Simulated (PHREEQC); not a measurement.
Consider water at 25 °C with 0.0153 mol/kgw NaH2PO4. Closed to the air; pH follows from the charge balance.

Computed with PHREEQC (ion-association model, wateq4f.dat).

Q: The ionic strength comes out as 0.0154 mol/kgw. What activity coefficients do HPO4-2, NaHPO4-, Na+, H2PO4-, H+ get?

A: HPO4-2 0.62, NaHPO4- 0.89, Na+ 0.89, H2PO4- 0.89, H+ 0.90.

Precipitation was switched off in this run. Complexes and solids missing from the database can't appear. H3PO4, which wateq4f.dat lacks, is added to it with the constant of phreeqc.dat.
